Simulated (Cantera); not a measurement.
What does this Cantera script print?

```python
import numpy as np
import cantera as ct

gas = ct.Solution("gri30.yaml")
gas.TPX = 775, 980000, {'CH3OH': 1, 'O2': 1.55, 'N2': 5.81}
inlet = ct.Reservoir(gas, clone=True)
gas.equilibrate("HP")  # start burning
reactor = ct.IdealGasConstPressureReactor(gas, energy="on", clone=False)
exhaust = ct.Reservoir(gas, clone=True)
tau = [0.021, 0.0085, 0.0034, 0.0014, 0.00054, 0.00022, 8.6e-05, 3.4e-05, 1.4e-05, 5.4e-06][0]
for a, b in ((inlet, reactor), (reactor, exhaust)):
    ct.MassFlowController(a, b, mdot=lambda t: reactor.mass / tau)
net = ct.ReactorNet([reactor])
show = ['CH3OH', 'O2', 'NO2', 'OH', 'C2H4', 'CO']

rows = []
print(f"{'tau/s':>10s}{'T/K':>9s}" + "".join(f"{s:>11s}" for s in show))
for tau in [0.021, 0.0085, 0.0034, 0.0014, 0.00054, 0.00022, 8.6e-05, 3.4e-05, 1.4e-05, 5.4e-06]:
    net.initial_time = 0.0
    net.advance(30 * tau)
    before = gas.X
    net.advance(40 * tau)
    drift = np.max(np.abs(gas.X - before) / (gas.X + 1e-9))
    rows.append([gas.T, *gas[show].X, drift])
    print(f"{tau:10.3e}{gas.T:9.1f}" + "".join(f"{x:11.3e}" for x in gas[show].X))
```

Result:

```
     tau/s      T/K      CH3OH         O2        NO2         OH       C2H4         CO
 2.100e-02   2502.3  3.019e-07  1.025e-02  2.441e-06  5.759e-03  1.117e-12  1.215e-02
 8.500e-03   2501.4  7.311e-07  1.065e-02  2.108e-06  5.876e-03  6.094e-12  1.233e-02
 3.400e-03   2497.9  1.761e-06  1.137e-02  1.591e-06  6.094e-03  3.034e-11  1.280e-02
 1.400e-03   2488.3  4.029e-06  1.244e-02  1.055e-06  6.446e-03  1.195e-10  1.383e-02
 5.400e-04   2465.2  9.406e-06  1.412e-02  6.280e-07  7.059e-03  3.812e-10  1.604e-02
 2.200e-04   2426.5  1.986e-05  1.644e-02  3.781e-07  7.919e-03  8.319e-10  1.948e-02
 8.600e-05   2366.8  4.157e-05  1.975e-02  2.161e-07  9.003e-03  1.770e-09  2.451e-02
 3.400e-05   2289.0  8.641e-05  2.405e-02  1.227e-07  9.905e-03  5.315e-09  3.089e-02
 1.400e-05   2196.1  1.870e-04  2.972e-02  7.216e-08  1.004e-02  2.441e-08  3.905e-02
 5.400e-06   2051.3  5.865e-04  4.154e-02  3.320e-08  7.713e-03  2.355e-07  5.496e-02
```

Computed with Cantera and GRI-Mech 3.0 (53 species, 325 reactions). GRI-Mech 3.0 was tuned for natural gas; its chemistry of methanol as a main component is partial and can be far from experiment.
